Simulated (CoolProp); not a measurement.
1000 sccm (0 °C, 1 atm) of nitrogen bubbles through liquid octamethyltrisiloxane (MDM) at 344.1 K and leaves saturated at a total pressure of 0.0629 MPa (ideal gas phase). Each further row changes one setting.

Computed with CoolProp (reference Helmholtz-energy equation of state, Thol 2017).

```
case                      vapour pressure (kPa)  mole fraction of vapour  delivery (mg/min)  delivery (sccm)  change of delivery for a bath 1 K warmer (%)
------------------------  ---------------------  -----------------------  -----------------  ---------------  --------------------------------------------
as stated                                  6.11                   0.0972         (withheld)              108                                           5.1
bath temperature 349.1 K                   7.63               (withheld)         (withheld)              138                                           5.1
total pressure 0.126 MPa                   6.11                   0.0485         (withheld)       (withheld)                                           4.9
```

Task: Some entries are withheld; supply them.

Result: 
- as stated, delivery (mg/min): 1140
- bath temperature 349.1 K, mole fraction of vapour: 0.121
- bath temperature 349.1 K, delivery (mg/min): 1460
- total pressure 0.126 MPa, delivery (mg/min): 538
- total pressure 0.126 MPa, delivery (sccm): 51.0
